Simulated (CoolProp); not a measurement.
Neopentane along the isotherm 125.95 °C: Z from the reference equation and from simpler models built on Tc = 160.6 °C, pc = 3.196 MPa, ω = 0.196; each cubic takes its own stable root.

The numbers come from the reference Helmholtz-energy equation of state, Lemmon 2006 in CoolProp. It is a short technical equation, of lower accuracy than the large ones.

```
p (MPa)   phase  reference
-------  ------  ---------
0.0505      gas     0.9930
0.0899      gas     0.9876
0.16        gas     0.9777
0.284       gas     0.9597
0.505       gas     0.9263
0.899       gas     0.8608
1.6         gas     0.7112
2.84     liquid     0.1385
5.05     liquid     0.2367
8.99     liquid     0.4025
16       liquid     0.6808
```

Q: How far does each simpler model (van der Waals, Redlich-Kwong, Soave-Redlich-Kwong, Peng-Robinson) lie from the reference over these 11 states: mean and median of the absolute difference, and the worst?

A: 
- van der Waals: mean 18.0 %, median 3.0 %, worst +56.1 % at 125.95 °C and 2.84 MPa
- Redlich-Kwong: mean 4.2 %, median 0.6 %, worst +17.2 % at 125.95 °C and 2.84 MPa
- Soave-Redlich-Kwong: mean 3.2 %, median 0.1 %, worst +13.3 % at 125.95 °C and 2.84 MPa
- Peng-Robinson: mean 1.7 %, median 0.7 %, worst -7.0 % at 125.95 °C and 16 MPa
